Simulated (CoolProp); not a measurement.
Model: reference Helmholtz-energy equation of state, Span 1996, in CoolProp.

Problem. Give the vapour pressure (MPa), liquid density (kg/m³), enthalpy of vaporisation (kJ/kg), vapour Z of saturated carbon dioxide at 229.1, 232.2, 260.4 K.

Solution. 
```tsv
T (K)	p (MPa)	liquid density (kg/m³)	enthalpy of vaporisation (kJ/kg)	vapour Z
229.1	0.863	1130	330	0.886
232.2	0.970	1120	324	0.876
260.4	2.45	997	265	0.762
```
